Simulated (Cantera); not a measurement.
Equilibrium for carbothermic reduction: Cu₂O + C + N₂

Input: 1 mol Cu₂O, 4.2 mol C, 0.76 mol N₂, at 0.00960 bar.

Method: chemical equilibrium by Gibbs-energy minimisation in Cantera with the NASA 1993 tables (ideal gas, pure condensed phases). Candidate condensed phases: C, Cu, CuO, Cu₂O; 27 gas species. Kinetics and transport are ignored.

From 973 K to 1173 K the condensed part is C(graphite) + Cu(s). From 1373 K to 1973 K the condensed part is C(graphite) + Cu(l). At 2173 K the condensed part is C(graphite).

```
T (K)  log p CO  log p Cu  log p N₂  log p CO₂  log p Cu₂  log p CN  log p C₂N₂  log p C₃  n C(graphite)  n Cu(s)  n Cu(l)
-----  --------  --------  --------  ---------  ---------  --------  ----------  --------  -------------  -------  -------
973       -2.27    -11.29     -2.38      -4.53       <-14      <-14        <-14      <-14           3.21     2.00        0
1173      -2.26     -8.24     -2.38      -6.08     -12.93      <-14      -13.88      <-14           3.20     2.00        0
1373      -2.26     -6.10     -2.38      -7.17      -9.90    -12.64      -11.85      <-14           3.20        0     2.00
1573      -2.26     -4.58     -2.38      -7.97      -7.79    -10.53      -10.34      <-14           3.20        0     2.00
1773      -2.28     -3.40     -2.40      -8.62      -6.17     -8.90       -9.19    -13.30           3.20        0     1.92
1973      -2.45     -2.48     -2.57      -9.43      -4.90     -7.69       -8.42    -10.85           3.20        0     1.05
2173      -2.59     -2.29     -2.71     -10.11      -5.01     -6.70       -7.80     -8.86           3.20        0        0
```
log p: log10 of the partial pressure in bar; n: condensed amount in mol.
